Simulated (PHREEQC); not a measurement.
Make-up at 25 °C: 0.0081 mol/kgw HF, 0.00028 mol/kgw KF and 0.031 mol/kgw (NH4)2SiF6. Closed to the air; pH follows from the charge balance.

Computed with PHREEQC (ion-association model, phreeqc.dat).

```json
{
  "pH": "2.71",
  "ionic_strength": "0.0956 mol/kgw",
  "density": "1.000 g/cm³",
  "total_alkalinity": "-132 meq/kg"
}
```

```
species  molality  activity   log γ
-------  --------  --------  ------
NH4+       0.0620    0.0464  -0.126
SiF6-2     0.0310    0.0118  -0.418
HF        0.00571   0.00584   0.010
F-        0.00260   0.00199  -0.116
H+        0.00236   0.00196  -0.082
K+       0.000280  0.000215  -0.115
HF2-      5.69e-5   4.46e-5  -0.106
H4SiO4    8.32e-6   8.51e-6   0.010
```

This is a speciation only: nothing precipitates in the calculation. SiF6-2 is the database's only silicon fluoride.
